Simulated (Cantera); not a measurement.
Feed: 1 mol Si, 0.0024 mol H₂O, 1.3 mol H₂, at 1 atm.

Cantera equilibrium calculation (NASA polynomials, part measured and part estimated; ideal gas, pure solids and liquids). Candidate condensed phases: H₂O, Si, SiO₂; 18 gas species. Rates play no part. All values below are at 900 K.

Base state: H₂ 1.00 (mole fractions); condensed: Si(s) + SiO₂(β-quartz).

### Question
What changes in the equilibrium state with this change: Si replaced by Si₃N₄?

### Answer
```tsv
species	before	after
H₂	1.00	0.999
N₂	0	0.000599
NH₃	0	3.00e-5
Si(s), mol	0.999	0
SiO₂(β-quartz), mol	0.00120	0
Si₂N₂O(s), mol	0	0.00240
Si₃N₄(s), mol	0	0.998
```
Further candidate phases: Si₂N₂O, Si₃N₄.
